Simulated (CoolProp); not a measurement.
Vapour-liquid equilibrium of acetone (1) + benzene (2) at 9.94 bar; x and y are mole fractions of (1).

The numbers come from the multi-fluid Helmholtz-energy mixture model, Lemmon 2006 and Thol 2012; pair parameters Bell 2016 in CoolProp.

```json
[
 {"x": "0.05", "bubble temperature (°C)": "174.7", "y at the bubble point": "0.095", "dew temperature at overall composition x (°C)": "176.3", "liquid density (mol/L)": "8.944"},
 {"x": "0.125", "bubble temperature (°C)": "170.2", "y at the bubble point": "0.217", "dew temperature at overall composition x (°C)": "173.6", "liquid density (mol/L)": "9.087"},
 {"x": "0.2", "bubble temperature (°C)": "166.3", "y at the bubble point": "0.320", "dew temperature at overall composition x (°C)": "170.8", "liquid density (mol/L)": "9.227"},
 {"x": "0.275", "bubble temperature (°C)": "162.9", "y at the bubble point": "0.410", "dew temperature at overall composition x (°C)": "168.0", "liquid density (mol/L)": "9.364"},
 {"x": "0.35", "bubble temperature (°C)": "160.0", "y at the bubble point": "0.489", "dew temperature at overall composition x (°C)": "165.2", "liquid density (mol/L)": "9.502"},
 {"x": "0.425", "bubble temperature (°C)": "157.3", "y at the bubble point": "0.560", "dew temperature at overall composition x (°C)": "162.4", "liquid density (mol/L)": "9.641"},
 {"x": "0.5", "bubble temperature (°C)": "154.9", "y at the bubble point": "0.626", "dew temperature at overall composition x (°C)": "159.5", "liquid density (mol/L)": "9.783"},
 {"x": "0.575", "bubble temperature (°C)": "152.7", "y at the bubble point": "0.688", "dew temperature at overall composition x (°C)": "156.8", "liquid density (mol/L)": "9.928"},
 {"x": "0.65", "bubble temperature (°C)": "150.7", "y at the bubble point": "0.747", "dew temperature at overall composition x (°C)": "154.1", "liquid density (mol/L)": "10.08"},
 {"x": "0.725", "bubble temperature (°C)": "148.9", "y at the bubble point": "0.803", "dew temperature at overall composition x (°C)": "151.5", "liquid density (mol/L)": "10.23"},
 {"x": "0.8", "bubble temperature (°C)": "147.1", "y at the bubble point": "0.858", "dew temperature at overall composition x (°C)": "149.0", "liquid density (mol/L)": "10.39"},
 {"x": "0.875", "bubble temperature (°C)": "145.5", "y at the bubble point": "0.911", "dew temperature at overall composition x (°C)": "146.6", "liquid density (mol/L)": "10.56"},
 {"x": "0.95", "bubble temperature (°C)": "144.0", "y at the bubble point": "0.965", "dew temperature at overall composition x (°C)": "144.4", "liquid density (mol/L)": "10.74"}
]
```

No azeotrope shows between x = 0.05 and 0.95.

The pair parameters rest on a limited set of measurements; away from them the model extrapolates.
